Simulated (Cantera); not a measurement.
Hg + N₂ (iron carbonyl, mercury and lead vapours)

Charge: 1 mol Hg, a varied amount of N₂, at 1498.15 K and 10.0 Torr.

Method: chemical equilibrium by Gibbs-energy minimisation in Cantera with the NASA 1993 tables (ideal gas, pure condensed phases). Candidate condensed phases: Hg; 3 gas species. The numbers say what is thermodynamically allowed, not how fast it happens.

| n(N₂) (mol) | x N₂ | x Hg |
|---|---|---|
| 0.15 | 0.130 | 0.870 |
| 0.33 | 0.248 | 0.752 |
| 0.7 | 0.412 | 0.588 |
| 1.5 | 0.600 | 0.400 |
| 3.2 | 0.762 | 0.238 |
| 6.8 | 0.872 | 0.128 |
| 14 | 0.933 | 0.0667 |
x: gas mole fraction; nothing condenses.

From 0.15 mol N₂ to 14 mol N₂ nothing is condensed. The main Hg-bearing gas is Hg throughout.
